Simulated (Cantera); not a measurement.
Input: 1 mol Fe(CO)5, 0.012 mol O2, 1.3 mol H2, equilibrated at 1000 K and 0.413 Torr.

Method: chemical equilibrium by Gibbs-energy minimisation in Cantera with the NASA 1993 tables (ideal gas, pure condensed phases). Candidate condensed phases: C, C6H6, C7H8, C8H18, Fe, Fe(CO)5, FeO, Fe(OH)2, Fe(OH)3, Fe2O3, Fe3O4, H2O; 114 gas species. Kinetics and transport are ignored.

Base state: CO 0.790, H2 0.206, CO2 0.00322, H2O 0.000585 (mole fractions); condensed: Fe(α).

Question: What changes in the equilibrium state with this change: Fe(CO)5 replaced by Hg?

Answer: 
```tsv
species	before	after
H2	0.206	0.555
Hg	0	0.435
H2O	0.000585	0.0104
CO	0.790	0
CO2	0.00322	0
Fe(α), mol	1.00	0
```
Further candidate phases: Hg, HgO.

Question: What changes in the equilibrium state with this change: temperature from 1000 K to 1500 K?

Answer: 
```tsv
species	before	after
CO	0.790	0.791
H2	0.206	0.205
CO2	0.00322	0.00228
H2O	0.000585	0.00153
Fe	<1e-9	0.000273
H	4.39e-8	0.000339
Fe(α), mol	1.00	0
Fe(γ), mol	0	0.998
```

Question: What changes in the equilibrium state with this change: pressure from 0.413 Torr to 24.0 Torr?

Answer: 
```json
[
 {"species": "CO", "before": "0.790", "after": "0.781"},
 {"species": "H2", "before": "0.206", "after": "0.206"},
 {"species": "CO2", "before": "0.00322", "after": "0.0111"},
 {"species": "H2O", "before": "0.000585", "after": "0.00203"},
 {"species": "CH4", "before": "1.34e-7", "after": "0.000130"},
 {"species": "Fe(α), mol", "before": "1.00", "after": "1.00"},
 {"species": "C(graphite), mol", "before": "0", "after": "0.0570"}
]
```
Condensed phases not in the tables: cementite and carbon dissolved in iron.
